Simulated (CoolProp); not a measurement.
CH3F (R41) along the isotherm 425 K: Z from the reference equation and from simpler models built on Tc = 317.3 K, pc = 5906 kPa, ω = 0.200; each cubic takes its own stable root.

Computed with CoolProp (reference Helmholtz-energy equation of state, Lemmon 2006). It is a short technical equation, of lower accuracy than the large ones.

| p (kPa) | phase | reference | Pitzer virial | van der Waals | Redlich-Kwong | Soave-Redlich-Kwong | Peng-Robinson |
|---|---|---|---|---|---|---|---|
| 1110 | gas | 0.9723 | 0.9770 | 0.9729 | 0.9734 | 0.9779 | 0.9729 |
| 2210 | gas | 0.9451 | 0.9543 | 0.9453 | 0.9469 | 0.9562 | 0.9465 |
| 3320 | gas | 0.9179 | 0.9313 | 0.9165 | 0.9202 | 0.9347 | 0.9205 |
| 4430 | gas | 0.8911 | 0.9084 | 0.8868 | 0.8935 | 0.9136 | 0.8953 |
| 5540 | gas | 0.8647 | 0.8854 | 0.8563 | 0.8671 | 0.8931 | 0.8711 |
| 6640 | supercritical | 0.8390 | 0.8627 | 0.8254 | 0.8414 | 0.8736 | 0.8482 |
| 7750 | supercritical | 0.8139 | 0.8397 | 0.7937 | 0.8163 | 0.8550 | 0.8265 |
| 8860 | supercritical | 0.7896 | 0.8168 | 0.7622 | 0.7923 | 0.8376 | 0.8065 |
